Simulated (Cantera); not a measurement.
Cantera run, input and output.

```python
import numpy as np
import cantera as ct

gas = ct.Solution("gri30.yaml")
gas.TPX = 1800, 100000, {'H2': 1, 'O2': 1.25, 'N2': 4.7, 'H2O': 0.91}
reactor = ct.IdealGasReactor(gas, energy="on", clone=False)
net = ct.ReactorNet([reactor])
net.rtol, net.atol = 1e-08, 1e-16
show = ['H2', 'O2', 'H2O', 'NO2', 'NO', 'OH']
times = np.geomspace(5e-06, 0.3, 11)

steps = ct.SolutionArray(gas, extra=["t"])
rows = []
print(f"{'t/s':>10s}{'T/K':>9s}{'P/Pa':>11s}" + "".join(f"{s:>11s}" for s in show))
for t in times:
    while net.time < t:
        t_next = net.step()
        steps.append(gas.state, t=t_next)
    rows.append([np.interp(t, steps.t, y) for y in (steps.T, steps.P, *steps(*show).X.T)])
    print(f"{t:10.3e}{rows[-1][0]:9.1f}{rows[-1][1]:11.4g}" + "".join(f"{x:11.3e}" for x in rows[-1][2:]))
rate = np.gradient(steps.T, steps.t)
print("integrator steps:", len(steps.t))
if steps.T.max() > steps.T[0] + 200:
    print(f"time of steepest temperature rise: {steps.t[rate.argmax()]:.4e} s")
gas.TPX = 1800, 100000, {'H2': 1, 'O2': 1.25, 'N2': 4.7, 'H2O': 0.91}
gas.equilibrate("UV")
print(f"equilibrium (UV): T = {gas.T:.1f} K  " + "  ".join(f"{s} {gas[s].X[0]:.3e}" for s in show))
```

It prints:

```
       t/s      T/K       P/Pa         H2         O2        H2O        NO2         NO         OH
 5.000e-06   1801.5  1.001e+05  1.219e-01  1.563e-01  1.193e-01  1.251e-13  7.088e-10  1.133e-03
 1.502e-05   2032.4  1.112e+05  2.159e-02  9.576e-02  1.985e-01  2.219e-09  9.012e-06  2.628e-02
 4.514e-05   2384.1  1.275e+05  1.298e-02  9.428e-02  2.210e-01  1.972e-08  5.084e-05  2.795e-02
 1.356e-04   2582.5  1.363e+05  6.351e-03  9.536e-02  2.368e-01  1.674e-07  2.678e-04  2.276e-02
 4.076e-04   2590.3  1.366e+05  6.024e-03  9.516e-02  2.376e-01  5.993e-07  9.410e-04  2.228e-02
 1.225e-03   2587.5  1.364e+05  5.983e-03  9.429e-02  2.378e-01  1.807e-06  2.844e-03  2.206e-02
 3.680e-03   2580.7   1.36e+05  5.886e-03  9.223e-02  2.383e-01  4.673e-06  7.395e-03  2.154e-02
 1.106e-02   2571.8  1.355e+05  5.760e-03  8.952e-02  2.390e-01  8.371e-06  1.335e-02  2.087e-02
 3.323e-02   2569.3  1.353e+05  5.725e-03  8.877e-02  2.391e-01  9.384e-06  1.500e-02  2.069e-02
 9.984e-02   2569.2  1.353e+05  5.724e-03  8.876e-02  2.391e-01  9.393e-06  1.502e-02  2.069e-02
 3.000e-01   2569.2  1.353e+05  5.724e-03  8.876e-02  2.391e-01  9.393e-06  1.502e-02  2.069e-02
integrator steps: 1108
time of steepest temperature rise: 8.4939e-06 s
equilibrium (UV): T = 2569.2 K  H2 5.724e-03  O2 8.876e-02  H2O 2.391e-01  NO2 9.393e-06  NO 1.502e-02  OH 2.069e-02
```

Model: GRI-Mech 3.0 (53 species, 325 reactions), integrated in Cantera.
